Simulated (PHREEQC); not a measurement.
Dissolve 1.3 mol/kgw MgCl2 and 0.46 mol/kgw Na2SO4 at 25 °C and 100 atm. Closed to the air; pH follows from the charge balance.

The numbers come from PHREEQC with the Pitzer model, pitzer.dat.

No solid was allowed to form.

Q: Estimate the activity of water.

A: activity of water 0.894.

Species that the database lacks are ignored. Under pressure, the constants of complexes without a molar volume in the database are unreliable.
